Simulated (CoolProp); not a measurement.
The numbers come from the reference Helmholtz-energy equation of state, Lemmon 2006 in CoolProp. It is a short technical equation, of lower accuracy than the large ones.

Question: For carbonyl sulfide, give the phase and the Z, cv (kJ/(kg K)), speed of sound (m/s), fugacity coefficient at 142.05 °C and 868 kPa; 142.05 °C and 8680 kPa.

Answer: 
- 142.05 °C and 868 kPa: gas; Z 0.965, cv 0.642, speed of sound 259, fugacity coefficient 0.966
- 142.05 °C and 8680 kPa: supercritical; Z 0.526, cv 0.769, speed of sound 202, fugacity coefficient 0.672
